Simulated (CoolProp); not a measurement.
Saturated liquid density (kg/m³) of R21: the reference equation beside estimates from Tc = 452.7 K, pc = 5.289 MPa, ω = 0.206. Rackett uses Z = 0.29056 − 0.08775 ω.

Computed with CoolProp (reference Helmholtz-energy equation of state, Platzer 1990). This equation is an older, rougher fit; its heat capacities, sound speeds and derivatives of the liquid may be far off and weren't checked against measurements.

| T (K) | reference | Rackett | van der Waals | Redlich-Kwong | Soave-Redlich-Kwong | Peng-Robinson |
|---|---|---|---|---|---|---|
| 266.6 | 1440 | 1455 | 898.1 | 1324 | 1352 | 1526 |
| 276.7 | 1418 | 1432 | 884.5 | 1300 | 1331 | ___ |
| 286.7 | ___ | 1409 | 870.6 | 1276 | 1309 | 1479 |
| 296.8 | 1371 | 1384 | 856.1 | 1251 | 1285 | 1453 |
| 306.8 | 1346 | 1360 | ___ | 1224 | 1260 | 1426 |
| 316.9 | 1321 | 1334 | 825.4 | 1197 | 1234 | 1398 |
| 326.9 | 1295 | 1308 | 809.1 | ___ | 1206 | 1367 |
| 337 | 1268 | 1280 | 792.0 | 1137 | 1177 | 1334 |
| 347 | ___ | 1252 | 774.2 | 1105 | 1146 | 1299 |
| 357.1 | 1209 | 1222 | 755.2 | 1071 | 1112 | 1262 |
| 367.1 | 1178 | 1191 | 735.3 | 1035 | 1076 | 1221 |

Task: Fill in the missing entries.

Result: 
- 276.7, Peng-Robinson: 1503
- 286.7, reference: 1395
- 306.8, van der Waals: 841.1
- 326.9, Redlich-Kwong: 1168
- 347, reference: 1239

Absolute difference from the reference over all 11 rows, mean and median: Rackett 1.0 and 1.0 %, van der Waals 37.6 and 37.5 %, Redlich-Kwong 9.7 and 9.4 %, Soave-Redlich-Kwong 6.9 and 6.6 %, Peng-Robinson 5.4 and 5.8 %.
